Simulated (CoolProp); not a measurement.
A Linde-Hampson liquefier for ethylene: isothermal reversible compression at 320 K from 1 atm to 20 MPa, throttling to 1 atm, return gas leaving the recuperator 0 K below the feed. Each further row changes one setting.

Values from CoolProp's reference Helmholtz-energy equation of state, Smukala 2000.

```tsv
case	liquid yield per pass	compression work (kJ/kg of gas)
as stated	…	418
high pressure 40 MPa	…	468
warm-end temperature 350 K	…	483
warm-end gap 5 K	…	418
```

Question: Complete the blanks.

Answer: 
- as stated, liquid yield per pass: 0.416
- high pressure 40 MPa, liquid yield per pass: 0.428
- warm-end temperature 350 K, liquid yield per pass: 0.331
- warm-end gap 5 K, liquid yield per pass: 0.410
